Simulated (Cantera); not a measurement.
An adiabatic, constant-volume homogeneous reactor starts with CH4 : C2H6 : C3H8 : O2 : N2 = 1 : 0.1 : 0.4 : 3.95 : 14.9 (molar parts), equivalence ratio 1.1, at 1775 K and 750 Torr. Integrator tolerance rtol = 1e-08.

Computed with Cantera and GRI-Mech 3.0 (53 species, 325 reactions). GRI-Mech 3.0 was tuned for natural gas; its chemistry of propane as a main component is partial and can be far from experiment. Above 3000 K some thermodynamic fits are extrapolated.

### Question
What does this change do: CH4 1 to 0.38 parts?

### Answer
```csv
quantity,before,after
time of steepest temperature rise,18.1 µs,14.7 µs
temperature at 4.00 s,3006 K,2914 K
equilibrium temperature,3006 K,2914 K
x(CH4) at 4.00 s,<1e-12 (gas-phase equilibrium <1e-12),<1e-12 (gas-phase equilibrium <1e-12)
x(C2H6) at 4.00 s,<1e-12 (gas-phase equilibrium <1e-12),<1e-12 (gas-phase equilibrium <1e-12)
x(C3H8) at 4.00 s,<1e-12 (gas-phase equilibrium <1e-12),<1e-12 (gas-phase equilibrium <1e-12)
x(C2H2) at 4.00 s,<1e-12 (gas-phase equilibrium <1e-12),<1e-12 (gas-phase equilibrium <1e-12)
x(HCO) at 4.00 s,2.02e-7 (gas-phase equilibrium 2.02e-7),5.63e-8 (gas-phase equilibrium 5.63e-8)
x(H) at 4.00 s,0.0205 (gas-phase equilibrium 0.0205),0.00981 (gas-phase equilibrium 0.00981)
x(NO) at 4.00 s,0.0129 (gas-phase equilibrium 0.0129),0.0187 (gas-phase equilibrium 0.0187)
```
